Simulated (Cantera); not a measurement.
# Reactions in the system H-N-S

Source: NASA polynomial tables (part measured, part estimated), evaluated in Cantera. Values are per mole of reaction as written; species without (g) are pure solids or liquids, kept so even where they would boil at 1 bar.

4 NH3(g) + 3 S2(g) ⇌ 4 N(g) + 6 H2S(g)

```csv
T (K),ΔH° (kJ),ΔS° (J/K),ΔG° (kJ),log10 K
2623,1597.9,439.9,444.1,-8.84
2673,1597.6,439.8,422.1,-8.25
2723,1597.2,439.6,400.2,-7.68
2773,1596.9,439.5,378.2,-7.12
2823,1596.5,439.3,356.2,-6.59
2873,1596.0,439.2,334.2,-6.08
2923,1595.6,439.0,312.3,-5.58
2973,1595.1,438.9,290.3,-5.10
```
